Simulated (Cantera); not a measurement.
Feed: 1 mol CO, 0.12 mol CO2.

Cantera equilibrium calculation (NASA polynomials, part measured and part estimated; ideal gas, pure solids and liquids). Candidate condensed phases: C; 12 gas species. The ideal-gas law is rough above about 30 bar. Kinetics and transport are ignored.

What condenses at these points (T in °C, P in Pa): (400, 40000); (800, 10); (350, 2500); (750, 630); (250, 630)?


```csv
T (°C),P in Pa,condensed phases,C condensed (%)
400,40000,C,44.3
800,10,gas only,0.0
350,2500,C,44.2
750,630,gas only,0.0
250,630,C,44.6
```
